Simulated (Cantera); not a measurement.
What does this Cantera script print?

```python
import numpy as np
import cantera as ct

gas_names = """
    H HO2 H2 H2O H2O2 O OH O2 O3 Pb PbO Pb2
""".split()
cond_names = """
    H2O(s) H2O(L) Pb(cr) Pb(L) PbO(rd) PbO(yw) PbO(L) PbO2(s) Pb3O4(s)
""".split()


# ... load() reads the species with a 1 bar reference pressure and builds the phases ...
atoms = {
    'PbO': {'Pb': 1, 'O': 1},
    'H2': {'H': 2},
}
top_T = {'Pb3O4(s)': 820}  # K; cautious upper limits of use, not melting points


# ... equilibrate(T, P, feed) seeds the gas with the atoms and calls Mixture.equilibrate('TP', solver="vcs", rtol=1e-11, max_steps=5000) ...
results = []
feed = {'PbO': 1, 'H2': 290}  # mol
T = 898  # K
P = 200000  # Pa
mix = equilibrate(T, P, feed)
results.append((T, P, feed, dict(zip(mix.species_names, mix.species_moles))))
print(gas.report(threshold=1e-05))
for i in range(1, mix.n_phases):
    print(f"{mix.phase(i).name:16s} {mix.phase_moles(i):12.5e} mol")
```

Result:

```
       temperature   898 K
          pressure   2e+05 Pa
           density   0.055483 kg/m^3
  mean mol. weight   2.0713 kg/kmol
   phase of matter   gas

                          1 kg             1 kmol
                     ---------------   ---------------
          enthalpy        8.1099e+06        1.6798e+07  J
   internal energy        4.5052e+06        9.3316e+06  J
           entropy             76113        1.5765e+05  J/K
    Gibbs function       -6.0239e+07       -1.2477e+08  J
 heat capacity c_p             14483             29998  J/K
 heat capacity c_v             10469             21684  J/K

                      mass frac. Y      mole frac. X     chem. pot. / RT
                     ---------------   ---------------   ---------------
                H2           0.96994           0.99655           -16.555
               H2O          0.029991         0.0034483           -61.904
     [  +10 minor]         6.478e-05        6.4766e-07

Pb(L)             9.99812e-01 mol
PbO(yw)           0.00000e+00 mol
PbO2(s)           0.00000e+00 mol
```

Equilibrium computed with Cantera from the NASA thermochemical tables; the gas is ideal and each condensed phase is pure.
